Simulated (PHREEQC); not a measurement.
PHREEQC input (ion-association model, wateq4f.dat):

```
SOLUTION_MASTER_SPECIES
  An  An-  0  An  62.0  # stands for a non-complexing anion
SOLUTION_SPECIES
  An- = An-
    -log_k 0
    -gamma 3.0 0
PHASES
  Fix_H+
    H+ = H+
    -log_k 0
SOLUTION 1
  temp 25
  units mmol/kgw
  pH 7 charge
  Cl 0.002
  Ni 0.001
  Na 50
  An 50
END
SELECTED_OUTPUT 1
  -reset false
  -pH true
  -pe true
  -ionic_strength true
  -water true
  -totals Cl Na Ni
  -molalities Hfo_wOH Hfo_wOH2+ Hfo_wO- Hfo_sOH Hfo_sOH2+ Hfo_sO- Hfo_sONi+ Hfo_wONi+
  -saturation_indices Ni(OH)2 Halite
USER_PUNCH 1
  -headings sigma psi
  10 PUNCH EDL("sigma", "Hfo"), EDL("psi", "Hfo")
PRINT
  -reset false
USE solution 1
SURFACE 1
  Hfo_wOH 0.000494382 600 0.22
  Hfo_sOH 1.23596e-05
EQUILIBRIUM_PHASES 1
  Fix_H+ -3 HAn 10
    -force_equality true
  O2(g) -0.68 10
END
# ... the last block is repeated for the other 12 points of pH, with NaOH or the acid as the point needs
```

Selected output (columns that matter, 13 of 13 rows; pH added in front):

```
pH	mu	Na	Ni	m_Hfo_wOH	m_Hfo_wOH2+	m_Hfo_wO-	m_Hfo_sOH	m_Hfo_sOH2+	m_Hfo_sO-	m_Hfo_sONi+	si_Ni(OH)2	si_Halite	sigma	psi
3	0.05142	0.05	1e-06	1.7675e-05	0.00047669	1.5014e-08	4.4189e-07	1.1917e-05	3.7536e-10	6.4647e-13	-11.147	-8.7582	0.35717	0.16913
3.67	0.050475	0.05	9.9999e-07	6.2515e-05	0.00043166	2.0741e-07	1.5629e-06	1.0792e-05	5.1853e-09	1.2874e-11	-9.8049	-8.757	0.32328	0.1645
4.33	0.050234	0.05	9.9977e-07	0.000147	0.00034595	1.4309e-06	3.6749e-06	8.6487e-06	3.5772e-08	2.1581e-10	-8.4844	-8.7567	0.25815	0.15311
5	0.050138	0.05	9.9646e-07	0.00024222	0.00024672	5.4477e-06	6.0538e-06	6.1663e-06	1.3616e-07	3.3568e-09	-7.1456	-8.7566	0.18078	0.13499
5.67	0.050084	0.05	9.5026e-07	0.00031406	0.00016677	1.3549e-05	7.8216e-06	4.1534e-06	3.3743e-07	4.7186e-08	-5.8261	-8.7565	0.11483	0.11209
6.33	0.050048	0.05	5.7771e-07	0.00035464	0.00011457	2.5149e-05	8.5796e-06	2.7717e-06	6.084e-07	3.9999e-07	-4.7222	-8.7564	0.067257	0.085819
7	0.050024	0.05	8.2066e-08	0.00037283	8.3249e-05	3.8251e-05	8.6674e-06	1.9353e-06	8.8924e-07	8.6759e-07	-4.2299	-8.7564	0.03433	0.055674
7.67	0.050008	0.05	5.2268e-09	0.00037871	6.5316e-05	5.0302e-05	8.7487e-06	1.5089e-06	1.1621e-06	9.3989e-07	-4.0871	-8.7564	0.011956	0.022673
8.33	0.050008	0.050012	3.1299e-10	0.00037921	5.3254e-05	6.1861e-05	8.7568e-06	1.2297e-06	1.4285e-06	9.4451e-07	-3.9961	-8.7563	-0.0057065	-0.01109
9	0.050032	0.05005	2.0109e-11	0.00037529	4.1749e-05	7.7286e-05	8.6661e-06	9.6404e-07	1.7846e-06	9.4479e-07	-3.8902	-8.756	-0.025847	-0.044738
9.67	0.050097	0.050134	2.8137e-12	0.00036205	2.9104e-05	0.00010317	8.3602e-06	6.7206e-07	2.3825e-06	9.448e-07	-3.7336	-8.7553	-0.054666	-0.076027
10.33	0.050332	0.050398	2.7586e-12	0.00032995	1.6913e-05	0.00014746	7.6191e-06	3.9055e-07	3.4051e-06	9.448e-07	-3.4978	-8.7534	-0.096906	-0.10351
11	0.051344	0.051452	1.0118e-11	0.00026734	7.4579e-06	0.00021953	6.1732e-06	1.7222e-07	5.0693e-06	9.4479e-07	-3.1423	-8.7457	-0.15788	-0.12751
```

The oxide is taken as insoluble; below pH 4 it would dissolve.
